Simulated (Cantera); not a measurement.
Cantera run:

```python
import numpy as np
import cantera as ct

gas_names = [...]  # 87 gases of nasa_gas.yaml made of C, H, Si
cond_names = """
    C(gr) C6H6(L) C7H8(L) C8H18(L),n-octa Si(cr) Si(L) SiC(b)
""".split()


# ... load() reads the species with a 1 bar reference pressure and builds the phases ...
atoms = {
    'CH3SiH3': {'C': 1, 'H': 6, 'Si': 1},
    'H2': {'H': 2},
}
top_T = {'C(gr)': 4500, 'SiC(b)': 3050}  # K; cautious upper limits of use, not melting points


# ... equilibrate(T, P, feed) seeds the gas with the atoms and calls Mixture.equilibrate('TP', solver="vcs", rtol=1e-11, max_steps=5000) ...
results = []
feed = {'CH3SiH3': 1, 'H2': 26}  # mol
T = 1248.15  # K
P = 7800  # Pa
mix = equilibrate(T, P, feed)
results.append((T, P, feed, dict(zip(mix.species_names, mix.species_moles))))
print(gas.report(threshold=0.0001))
for i in range(1, mix.n_phases):
    print(f"{mix.phase(i).name:16s} {mix.phase_moles(i):12.5e} mol")
```

It prints:

```
       temperature   1248.2 K
          pressure   7800 Pa
           density   0.0015153 kg/m^3
  mean mol. weight   2.016 kg/kmol
   phase of matter   gas

                          1 kg             1 kmol
                     ---------------   ---------------
          enthalpy        1.4045e+07        2.8315e+07  J
   internal energy        8.8975e+06        1.7938e+07  J
           entropy             96356        1.9426e+05  J/K
    Gibbs function       -1.0622e+08       -2.1415e+08  J
 heat capacity c_p             15527             31302  J/K
 heat capacity c_v             11403             22988  J/K

                      mass frac. Y      mole frac. X     chem. pot. / RT
                     ---------------   ---------------   ---------------
                H2           0.99998                 1           -20.635
     [  +86 minor]        1.7633e-05        3.7046e-06

C(gr)             0.00000e+00 mol
Si(cr)            5.38207e-05 mol
SiC(b)            9.99944e-01 mol
```

Equilibrium computed with Cantera from the NASA thermochemical tables; the gas is ideal and each condensed phase is pure. The feed counts by its element totals alone.
